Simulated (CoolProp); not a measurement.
Properties of ammonia along the isotherm -3.25 °C.

Model: reference Helmholtz-energy equation of state, Gao 2020, in CoolProp.

```csv
p (MPa),phase,density (kg/m³),Joule-Thomson coefficient (K/MPa),isothermal compressibility (1/MPa),viscosity (µPa s),conductivity (mW/(m K))
2.13,liquid,644.2,-0.1483,0.001045,178,572
4.26,liquid,645.6,-0.1510,0.001024,180,575
6.39,liquid,?,?,0.001003,182,579
8.52,liquid,648.4,-0.1561,0.0009837,184,582
10.7,liquid,649.8,-0.1585,0.0009647,186,585
12.8,liquid,651.1,-0.1608,0.0009472,188,588
14.9,liquid,652.4,-0.1630,0.0009304,190,?
17,liquid,653.6,-0.1651,0.0009143,?,594
```

Question: Complete the blanks.

Answer: 
- 6.39, density (kg/m³): 647.0
- 6.39, Joule-Thomson coefficient (K/MPa): -0.1536
- 14.9, conductivity (mW/(m K)): 591
- 17, viscosity (µPa s): 191

Viscosity comes from a separate model (Fenghour 1995). Thermal conductivity comes from a separate model (Tufeu 1984).
